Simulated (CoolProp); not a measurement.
Properties of propylene along the isotherm 96.45 °C.

Model: reference Helmholtz-energy equation of state, Lemmon 2013, in CoolProp.

| p (MPa) | phase | density (kg/m³) | Joule-Thomson coefficient (K/MPa) | conductivity (mW/(m K)) |
|---|---|---|---|---|
| 0.683 | gas | ? | 9.617 | 25.9 |
| 1.37 | gas | 20.98 | 10.19 | 27.0 |
| 2.05 | gas | 33.62 | 10.86 | 28.5 |
| 2.73 | gas | 48.65 | 11.67 | 30.6 |
| 3.42 | gas | ? | 12.67 | ? |
| 4.1 | gas | 94.84 | 13.82 | 39.8 |
| 4.78 | supercritical | 151.9 | 14.15 | 56.7 |
| 5.47 | supercritical | 316.1 | 4.724 | ? |
| 6.15 | supercritical | 346.7 | ? | ? |
| 6.83 | supercritical | 363.8 | 2.128 | 80.9 |

Problem. Complete the blanks.

Solution. 
- 0.683, density (kg/m³): 9.853
- 3.42, density (kg/m³): 67.88
- 3.42, conductivity (mW/(m K)): 34.0
- 5.47, conductivity (mW/(m K)): 76.4
- 6.15, Joule-Thomson coefficient (K/MPa): 2.894
- 6.15, conductivity (mW/(m K)): 78.6

Thermal conductivity comes from a separate model (Huber 2003), an estimate that may be off by 10 % or more.
